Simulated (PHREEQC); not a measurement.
A solution holds 0.025 mol/kgw HF, 9.9e-05 mol/kgw Na2SO4 and 0.0046 mol/kgw KCl, at 20 °C. Closed to the air; pH follows from the charge balance.

Model: ion-association model, phreeqc.dat, run in PHREEQC.

Each row changes one thing in this solution. Precipitation was switched off in this run.

```json
[
 {"case": "as made", "pH": "2.40", "ionic strength (mol/kgw)": "0.00925", "SO4-2 (mol/kgw)": "7.72e-5", "HSO4- (mol/kgw)": "2.03e-5", "NaSO4- (mol/kgw)": "5.01e-8"},
 {"case": "KCl left out", "pH": "2.40", "ionic strength (mol/kgw)": "0.00455", "SO4-2 (mol/kgw)": "7.71e-5", "HSO4- (mol/kgw)": "2.18e-5", "NaSO4- (mol/kgw)": "5.56e-8"},
 {"case": "KCl from 0.0046 to 0.023 mol/kgw", "pH": "2.39", "ionic strength (mol/kgw)": "0.0279", "SO4-2 (mol/kgw)": "7.60e-5", "HSO4- (mol/kgw)": "1.70e-5", "NaSO4- (mol/kgw)": "3.93e-8"},
 {"case": "HF from 0.025 to 0.0025 mol/kgw", "pH": "2.99", "ionic strength (mol/kgw)": "0.00598", "SO4-2 (mol/kgw)": "9.07e-5", "HSO4- (mol/kgw)": "6.33e-6", "NaSO4- (mol/kgw)": "6.31e-8"},
 {"case": "HF from 0.025 to 0.0275 mol/kgw", "pH": "2.37", "ionic strength (mol/kgw)": "0.00950", "SO4-2 (mol/kgw)": "7.63e-5", "HSO4- (mol/kgw)": "2.11e-5", "NaSO4- (mol/kgw)": "4.93e-8"},
 {"case": "HF replaced by NH4BF4 at the same molality", "pH": "2.85", "ionic strength (mol/kgw)": "0.0315", "SO4-2 (mol/kgw)": "7.87e-5", "HSO4- (mol/kgw)": "5.95e-6", "NaSO4- (mol/kgw)": "3.96e-8"},
 {"case": "HF left out", "pH": "7.08", "ionic strength (mol/kgw)": "0.00489", "SO4-2 (mol/kgw)": "9.68e-5", "HSO4- (mol/kgw)": "5.63e-10", "NaSO4- (mol/kgw)": "6.93e-8"}
]
```

Species that the database lacks are ignored. Real BF4- forms and hydrolyses slowly; the run takes it at equilibrium.
